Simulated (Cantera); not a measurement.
An adiabatic, constant-pressure homogeneous reactor starts with CH4 : C2H6 : C3H8 : O2 : N2 = 1 : 0.29 : 0.42 : 7.52 : 28.3 (molar parts), at 1050 K and 0.710 bar. Integrator tolerance rtol = 1e-08.

Computed with Cantera and GRI-Mech 3.0 (53 species, 325 reactions). GRI-Mech 3.0 was tuned for natural gas; its chemistry of propane as a main component is partial and can be far from experiment.

Task: What does this change do: 0.51 parts H2 added?

Result: 
```tsv
quantity	before	after
time of steepest temperature rise	38.8 ms	19.3 ms
temperature at 1.00 s	2343 K	2385 K
equilibrium temperature	2343 K	2385 K
x(CH4) at 1.00 s	<1e-12 (gas-phase equilibrium <1e-12)	<1e-12 (gas-phase equilibrium <1e-12)
x(C2H6) at 1.00 s	<1e-12 (gas-phase equilibrium <1e-12)	<1e-12 (gas-phase equilibrium <1e-12)
x(C3H8) at 1.00 s	<1e-12 (gas-phase equilibrium <1e-12)	<1e-12 (gas-phase equilibrium <1e-12)
x(NO2) at 1.00 s	4.16e-6 (gas-phase equilibrium 4.16e-6)	3.81e-6 (gas-phase equilibrium 3.81e-6)
x(CH2O) at 1.00 s	2.15e-12 (gas-phase equilibrium 2.15e-12)	4.13e-12 (gas-phase equilibrium 4.13e-12)
```
